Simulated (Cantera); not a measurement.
# Si + HBr + H₂ (silicon etching in halogen gases)

Input: 1 mol Si, a varied amount of HBr, 1.5 mol H₂, held at 1152 °C and 29.0 Pa.

These are equilibrium values from Cantera (NASA tables, ideal gas, pure condensed phases), not measurements of a reactor. Candidate condensed phases: Br₂, Si; 19 gas species. The tables' values for SiBr₃, SiBr are old estimates; treat these amounts as uncertain. Equilibrium is a limit: real reactors are often held back by kinetics, nucleation or transport.

| n(HBr) (mol) | log p HBr | log p H₂ | log p SiBr₂ | log p Br | log p SiBr₃ | log p SiBr₄ | n Si(s) |
|---|---|---|---|---|---|---|---|
| 2.6 | -4.19 | -3.78 | -4.25 | -5.34 | -6.63 | -7.61 | 0.192 |
| 3.2 | -4.17 | -3.81 | -4.22 | -5.30 | -6.56 | -7.50 | 0 |
| 4 | -4.02 | -3.87 | -4.29 | -5.12 | -6.45 | -7.21 | 0 |
| 5 | -3.92 | -3.94 | -4.36 | -4.98 | -6.39 | -7.02 | 0 |
| 6.2 | -3.85 | -4.00 | -4.44 | -4.88 | -6.37 | -6.90 | 0 |
| 7.7 | -3.80 | -4.07 | -4.52 | -4.80 | -6.36 | -6.81 | 0 |
| 9.5 | -3.76 | -4.13 | -4.60 | -4.73 | -6.38 | -6.76 | 0 |
| 12 | -3.73 | -4.20 | -4.70 | -4.67 | -6.41 | -6.72 | 0 |
| 15 | -3.71 | -4.26 | -4.79 | -4.61 | -6.45 | -6.71 | 0 |
log p: log10 of the partial pressure in bar; n: condensed amount in mol.

At 2.6 mol HBr the condensed part is Si(s). From 3.2 mol HBr to 15 mol HBr nothing is condensed. The main Si-bearing gas is SiBr₂ throughout.
